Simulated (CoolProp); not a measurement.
Properties of sulfur dioxide along the isotherm 525 K.

Values from CoolProp's reference Helmholtz-energy equation of state, Gao 2016.

```tsv
p (kPa)	phase	density (kg/m³)	cv (kJ/(kg K))	isothermal compressibility (1/MPa)	fugacity coefficient
62.3	gas	0.9156	0.6078	16.07	0.9987
94.1	gas	1.384	0.6081	10.65	0.9980
142	gas	2.090	0.6084	7.064	0.9969
214	gas	3.155	0.6088	4.695	0.9954
323	gas	4.774	0.6096	3.118	0.9931
487	gas	7.224	0.6106	2.075	0.9895
735	gas	10.96	0.6123	1.383	0.9842
1110	gas	16.69	0.6148	0.9234	0.9763
1670	gas	25.44	0.6186	0.6218	0.9644
2520	gas	39.16	0.6246	0.4207	0.9466
3810	gas	61.10	0.6340	0.2876	0.9199
5740	gas	96.81	0.6490	0.2013	0.8809
8660	supercritical	158.8	0.6735	0.1455	0.8241
13100	supercritical	276.2	0.7123	0.1084	0.7435
19700	supercritical	491.8	0.7434	0.06440	0.6414
```
